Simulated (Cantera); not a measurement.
Source: NASA polynomial tables (part measured, part estimated), evaluated in Cantera. Values are per mole of reaction as written; species without (g) are pure solids or liquids, kept so even where they would boil at 1 bar.

SiH2(g) + 2 OH(g) ⇌ Si + 2 H2O(g)

```tsv
T (K)	ΔH° (kJ)	ΔS° (J/K)	ΔG° (kJ)	log10 K
300	[?]	[?]	[?]	[?]
1000	-814.5	-189.8	-624.6	32.63
1075	[?]	[?]	[?]	[?]
1150	[?]	[?]	[?]	[?]
1225	-816.0	-191.3	-581.7	24.80
1300	[?]	[?]	[?]	[?]
```

### Question
What belongs in the gaps?

### Answer

- 300, ΔH° (kJ): -807.7
- 300, ΔS° (J/K): -178.6
- 300, ΔG° (kJ): -754.1
- 300, log10 K: 131.30
- 1075, ΔH° (kJ): -815.1
- 1075, ΔS° (J/K): -190.4
- 1075, ΔG° (kJ): -610.4
- 1075, log10 K: 29.66
- 1150, ΔH° (kJ): -815.6
- 1150, ΔS° (J/K): -190.9
- 1150, ΔG° (kJ): -596.1
- 1150, log10 K: 27.07
- 1300, ΔH° (kJ): -816.4
- 1300, ΔS° (J/K): -191.5
- 1300, ΔG° (kJ): -567.4
- 1300, log10 K: 22.80
